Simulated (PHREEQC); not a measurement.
Solution (25 °C): 0.0012 mol Al2(SO4)3, 0.0011 mol HCl and 0.00033 mol NaCl per kg of water. It is in equilibrium with CO2 at log p = -3.4 (atm). Otherwise closed; pH follows from the charge balance.

All values are PHREEQC results (ion-association model, wateq4f.dat), not measurements.

No solid was allowed to form.

Question: Estimate the pH.

Answer: pH 3.04.

Question: In which forms is Al present?

Answer: AlSO4+ 64 %, Al+3 33 %, Al(SO4)2- 2.5 % of the Al.
